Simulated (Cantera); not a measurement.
Input: 1 mol Si, 1.6 mol HCl, 1.6 mol N2, at 525 K and 1.00 mbar.

These are equilibrium values from Cantera (NASA tables, ideal gas, pure condensed phases), not measurements of a reactor. Candidate condensed phases: NH4Cl, Si, Si3N4; 28 gas species. N2 is the only nitrogen source here; it is nearly inert below about 1500 K, so the nitride shown seldom forms there in practice. The numbers say what is thermodynamically allowed, not how fast it happens.

Base state: N2 0.456, H2 0.223, HCl 0.209, SiCl4 0.112, NH3 1.27e-5 (mole fractions); condensed: Si3N4(s).

### Question
What changes in the equilibrium state with this change: pressure from 1.00 mbar to 0.100 bar?

### Answer
| species | before | after |
|---|---|---|
| N2 | 0.456 | 0.468 |
| H2 | 0.223 | 0.249 |
| HCl | 0.209 | 0.156 |
| SiCl4 | 0.112 | 0.126 |
| NH3 | 1.27e-5 | 0.00152 |
| Si3N4(s), mol | 0.243 | 0.232 |

### Question
What changes in the equilibrium state with this change: N2 from 1.6 to 38 mol?

### Answer
```tsv
species	before	after
N2	0.456	0.964
HCl	0.209	0.0222
H2	0.223	0.00949
SiCl4	0.112	0.00475
NH3	1.27e-5	1.62e-7
Si3N4(s), mol	0.243	0.272
```
